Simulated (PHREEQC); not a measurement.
Solution (65 °C): 0.0025 mol K2SiO3, 0.001 mol NaHF2 and 0.0065 mol NaHS per kg of water. It is in equilibrium with CO2 at log p = 0 (atm). Otherwise closed; pH follows from the charge balance.

The numbers come from PHREEQC with the ion-association model, wateq4f.dat.

| quantity | before | after |
|---|---|---|
| pH | 6.02 | 5.75 |
| ionic strength (mol/kgw) | 0.0125 | 0.0125 |
| CO2 (mol/kgw) | 0.0152 | 0.0391 |
| HCO3- (mol/kgw) | 0.00897 | 0.0101 |
| NaHCO3 (mol/kgw) | 2.96e-5 | 3.39e-5 |
| NaF (mol/kgw) | 6.65e-6 | 6.79e-6 |
| SI of SiO2(a) (SiO2) | -0.18 | +0.15 |

**Question.** Name the change that produced these shifts.
A. NaHS from 0.0065 to 0.00585 mol/kgw
B. NaHS left out
C. temperature from 65 to 20 °C
D. NaHF2 from 0.001 to 0.005 mol/kgw

**Answer.** C, temperature from 65 to 20 °C

Precipitation was switched off in this run. Some of these states are supersaturated (in Quartz (slow to form), Chalcedony (slow to form), SiO2(a), for instance). Away from 25 °C the constants follow the database's enthalpies or fits; those with neither stay at their 25 °C values. SiF6-2 is the database's only silicon fluoride.
